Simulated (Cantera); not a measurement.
Cantera run, input and output.

```python
import numpy as np
import cantera as ct

gas = ct.Solution("h2o2.yaml")
gas.TPX = 1025, 1100, {'H2': 0.13, 'O2': 1}
reactor = ct.IdealGasConstPressureReactor(gas, energy="off", clone=False)
net = ct.ReactorNet([reactor])
net.rtol, net.atol = 1e-08, 1e-18
show = ['H2', 'O2', 'H2O2', 'OH', 'H2O', 'O', 'H']
times = np.geomspace(2e-05, 200, 14)

steps = ct.SolutionArray(gas, extra=["t"])
rows = []
print(f"{'t/s':>10s}{'T/K':>9s}{'P/Pa':>11s}" + "".join(f"{s:>11s}" for s in show))
for t in times:
    while net.time < t:
        t_next = net.step()
        steps.append(gas.state, t=t_next)
    rows.append([np.interp(t, steps.t, y) for y in (steps.T, steps.P, *steps(*show).X.T)])
    print(f"{t:10.3e}{rows[-1][0]:9.1f}{rows[-1][1]:11.4g}" + "".join(f"{x:11.3e}" for x in rows[-1][2:]))
rate = np.gradient(steps.T, steps.t)
print("integrator steps:", len(steps.t))
if steps.T.max() > steps.T[0] + 200:
    print(f"time of steepest temperature rise: {steps.t[rate.argmax()]:.4e} s")
gas.TPX = 1025, 1100, {'H2': 0.13, 'O2': 1}
gas.equilibrate("TP")
print(f"equilibrium (TP): T = {gas.T:.1f} K  " + "  ".join(f"{s} {gas[s].X[0]:.3e}" for s in show))
```

Result:

```
       t/s      T/K       P/Pa         H2         O2       H2O2         OH        H2O          O          H
 2.000e-05   1025.0       1100  1.150e-01  8.850e-01  4.170e-16  1.840e-12  2.670e-13  2.009e-12  3.000e-11
 6.910e-05   1025.0       1100  1.150e-01  8.850e-01  4.983e-15  1.629e-11  8.707e-12  2.134e-11  9.690e-11
 2.388e-04   1025.0       1100  1.150e-01  8.850e-01  5.961e-14  1.201e-10  2.279e-10  2.192e-10  3.853e-10
 8.249e-04   1025.0       1100  1.150e-01  8.850e-01  7.287e-13  2.439e-09  1.047e-08  5.308e-09  6.387e-09
 2.850e-03   1025.0       1100  1.149e-01  8.849e-01  1.998e-10  1.656e-05  7.995e-05  3.642e-05  4.288e-05
 9.848e-03   1025.0       1100  3.336e-03  8.374e-01  1.551e-07  3.281e-03  1.003e-01  3.100e-02  2.463e-02
 3.403e-02   1025.0       1100  7.475e-04  8.698e-01  1.966e-07  1.465e-03  1.187e-01  6.968e-03  2.369e-03
 1.176e-01   1025.0       1100  5.749e-05  8.772e-01  1.491e-07  3.857e-04  1.217e-01  5.422e-04  4.804e-05
 4.062e-01   1025.0       1100  4.392e-06  8.778e-01  6.264e-08  1.116e-04  1.220e-01  4.499e-05  1.152e-06
 1.403e+00   1025.0       1100  5.202e-07  8.779e-01  2.170e-08  4.068e-05  1.220e-01  5.935e-06  5.529e-08
 4.849e+00   1025.0       1100  9.051e-08  8.779e-01  7.316e-09  1.760e-05  1.221e-01  1.112e-06  4.479e-09
 1.675e+01   1025.0       1100  1.982e-08  8.779e-01  2.396e-09  8.397e-06  1.221e-01  2.538e-07  4.874e-10
 5.789e+01   1025.0       1100  4.922e-09  8.779e-01  7.562e-10  4.227e-06  1.221e-01  6.442e-08  6.227e-11
 2.000e+02   1025.0       1100  1.323e-09  8.779e-01  2.339e-10  2.202e-06  1.221e-01  1.751e-08  8.824e-12
integrator steps: 2249
equilibrium (TP): T = 1025.0 K  H2 2.261e-10  O2 8.779e-01  H2O2 4.617e-11  OH 9.062e-07  H2O 1.221e-01  O 2.967e-09  H 6.288e-13
```

Cantera simulation using the H2/O2 subset of GRI-Mech 3.0, which has no nitrogen chemistry; the numbers are that mechanism's predictions, not measurements. Radical loss at walls, strong at low pressure, is not modelled. The temperature is held fixed by assumption; the heat of reaction is taken as removed at once.
